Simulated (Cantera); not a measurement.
Equilibrium for abatement and gas-phase synthesis: HF + O₂ + SO₂

A closed system holds: 1 mol HF, 0.12 mol O₂, 0.0071 mol SO₂, held at 75.0 Torr.

These are equilibrium values from Cantera (NASA tables, ideal gas, pure condensed phases), not measurements of a reactor. Candidate condensed phases: H₂O, H₂SO₄, S; 43 gas species. The numbers say what is thermodynamically allowed, not how fast it happens.

```tsv
T (K)	x HF	x O	x O₂	x F	x H	x OH
2673	0.846	0.0296	0.0843	0.0189	0.00374	0.00658
2723	0.839	0.0356	0.0803	0.0221	0.00519	0.00759
2773	0.829	0.0425	0.0757	0.0256	0.00709	0.00864
2823	0.819	0.0500	0.0708	0.0297	0.00954	0.00968
2873	0.807	0.0582	0.0656	0.0344	0.0126	0.0107
2923	0.794	0.0669	0.0600	0.0396	0.0165	0.0116
2973	0.779	0.0760	0.0543	0.0456	0.0212	0.0124
3023	0.762	0.0853	0.0485	0.0524	0.0269	0.0131
3073	0.743	0.0946	0.0428	0.0600	0.0337	0.0136
```
x: gas mole fraction; nothing condenses.

From 2673 K to 3073 K nothing is condensed.
